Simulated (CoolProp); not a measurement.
A single-stage vapour-compression cycle with the fluid: evaporating at 252.15 K (dew point), condensing at 321.15 K (bubble point), superheat 0 K, subcooling 0 K, compressor efficiency 0.8, no pressure losses. The same conditions are run with several fluids, on thermodynamics alone (safety and materials aside).

Computed with CoolProp (reference Helmholtz-energy equation of state of each fluid (R134a: Tillner-Roth 1994; chloromethane (R40): Thol 2014; R1132(E): Akasaka 2024; R236EA: Rui 2013; R507A: Lemmon 2003; R227EA: Lemmon 2016)). Blends and air are pseudo-pure fits.

```tsv
fluid	cooling COP	pressure ratio	discharge temperature (K)	refrigerating effect (kJ/kg)	volumetric capacity (kJ/m³)
R134a	1.96	9.86	341.3	117	764
chloromethane (R40)	2.25	9.30	421.8	313	903
R1132(E)	1.83	7.21	361.3	148	1980
R236EA	1.92	14.9	321.2	92.4	197
R507A	1.58	7.45	336.5	77.2	1220
R227EA	1.57	10.5	321.2	54.0	377
```

The compression ends wet for: R236EA; R227EA.
